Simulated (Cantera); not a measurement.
Feed: 1 mol PbO, 2.2 mol CH₄, 1.1 mol H₂, at 1348.15 K and 75.0 Torr.

Equilibrium computed with Cantera from the NASA thermochemical tables; the gas is ideal and each condensed phase is pure. Kinetics and transport are ignored.

```tsv
species	before	after
H₂	0.805	0.732
CO	0.146	0.133
Pb	0.0479	0.133
H	6.58e-6	0.00177
C₂H₂ (acetylene)	9.70e-7	0.000232
H₂O	6.87e-5	1.95e-6
CH₄	0.000378	3.24e-5
Pb₂	6.79e-6	1.12e-5
C(graphite), mol	1.20	1.20
Pb(l), mol	0.673	0
```
Gas species are given as mole fractions.

Q: Which change was made?
A. temperature from 1348.15 K to 2025 K
B. temperature from 1348.15 K to 1748 K
C. temperature from 1348.15 K to 1623.15 K
D. temperature from 1348.15 K to 1875 K

A: D, temperature from 1348.15 K to 1875 K
